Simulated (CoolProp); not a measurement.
Computed with CoolProp (reference Helmholtz-energy equation of state, Zhou 2016).

Question: Give the vapour pressure (kPa), liquid density (kg/m³), enthalpy of vaporisation (kJ/kg), liquid cp (kJ/(kg K)) of saturated R245ca at 231.5, 240.7, 286.6 K.

Answer: 
```csv
T (K),p (kPa),liquid density (kg/m³),enthalpy of vaporisation (kJ/kg),liquid cp (kJ/(kg K))
231.5,2.89,1550,242,1.32
240.7,5.48,1520,236,1.32
286.6,62.7,1420,211,1.36
```
